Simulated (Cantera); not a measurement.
Mixture: CO : H2 : CH4 : O2 : N2 : H2O = 1 : 0.2 : 0.15 : 1.73 : 6.51 : 0.77 (molar parts), equivalence ratio 0.52, at 4.00 bar, adiabatic and at constant volume. Ignition delay is the time to a rise of 400 K.

Computed with Cantera and GRI-Mech 3.0 (53 species, 325 reactions). Below about 1000 K GRI-Mech 3.0 lacks low-temperature oxidation paths. Below about 950 K walls govern HO2 and H2O2 in real vessels.

Q: Predict: delay at 925 K; delay at 1125 K; delay at 1325 K; delay at 1525 K; delay at 1725 K; apparent activation energy between 1625 and 1825 K.

A: 
```json
{
  "delay at 925 K": "84.0 ms",
  "delay at 1125 K": "0.767 ms",
  "delay at 1325 K": "66.4 µs",
  "delay at 1525 K": "19.3 µs",
  "delay at 1725 K": "9.97 µs",
  "apparent activation energy between 1625 and 1825 K": "63 kJ/mol"
}
```
